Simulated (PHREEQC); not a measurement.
Dissolve 0.019 mol HF, 0.00063 mol (CH3)4NF, 0.00024 mol H4SiO4 and 0.00015 mol H2SO4 per kg of water at 25 °C. Closed to the air; pH follows from the charge balance.

Model: ion-association model, wateq4f.dat, run in PHREEQC.

Precipitation was switched off in this run.

Problem. Order these F species by the share of F that they hold, largest first: HF2-, F-, HF, SiF6-2, H2F2.

Solution. HF (70 %), F- (16 %), SiF6-2 (7.3 %), H2F2 (5.0 %), HF2- (1.7 %)

The pH is 2.50 and the ionic strength 0.00438 mol/kgw. (CH3)4N+ isn't in the database: it is added as a free cation with an ion size of 4 Å. wateq4f.dat counts part of the HF as a dimer, H2F2, which phreeqc.dat doesn't know; its constant is uncertain. SiF6-2 is the database's only silicon fluoride.
